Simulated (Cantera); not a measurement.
Charge: 1 mol Si3N4, 0.023 mol O2, 1.8 mol H2, at 0.133 bar.

Equilibrium computed with Cantera from the NASA thermochemical tables; the gas is ideal and each condensed phase is pure. Candidate condensed phases: H2O, Si, SiO2, Si2N2O, Si3N4; 35 gas species. The tables' values for SiN are old estimates; treat these amounts as uncertain. Gases not in the tables: Si2H6 and higher silanes. Equilibrium is a limit: real reactors are often held back by kinetics, nucleation or transport. All values below are at 1975 K.

Base state: N2 0.519, H2 0.466, SiO 0.0119, H 0.00256, Si 0.000242, SiH 4.35e-5, SiH2 4.28e-5, Si2N 2.37e-5 (mole fractions); condensed: Si(l).

Q: What changes in the equilibrium state with this change: O2 from 0.023 to 0.056 mol?

A: 
```tsv
species	before	after
N2	0.519	0.510
H2	0.466	0.458
SiO	0.0119	0.0286
SiH2	4.28e-5	4.21e-5
H	0.00256	0.00254
SiH	4.35e-5	4.31e-5
SiN	1.76e-5	1.75e-5
Si2N	2.37e-5	2.35e-5
Si(l), mol	2.95	2.89
```
